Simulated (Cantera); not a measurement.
Mixture: CO : H2 : O2 : N2 = 1 : 1.1 : 0.955 : 3.59 (molar parts), equivalence ratio 1.1, at 1.00 bar, adiabatic and at constant pressure. Ignition delay is the time to a rise of 400 K.

Model: GRI-Mech 3.0 (53 species, 325 reactions), integrated in Cantera. Where the delays flatten at high temperature, the 400 K rule measures the pace of heat release, not the induction time.

Problem. What does this change do: H2 1.1 to 0.39 parts?

Solution. 
```
quantity           before     after
---------------  --------  --------
delay at 975 K   0.608 ms  0.727 ms
delay at 1075 K  0.127 ms  0.168 ms
delay at 1175 K   64.6 µs   91.7 µs
delay at 1275 K   41.7 µs   64.4 µs
delay at 1375 K   31.2 µs   52.3 µs
```

Problem. What does this change do: constant volume in place of constant pressure?

Solution. 
```tsv
quantity	before	after
delay at 975 K	0.608 ms	0.595 ms
delay at 1075 K	0.127 ms	0.121 ms
delay at 1175 K	64.6 µs	60.5 µs
delay at 1275 K	41.7 µs	37.8 µs
delay at 1375 K	31.2 µs	27.1 µs
```
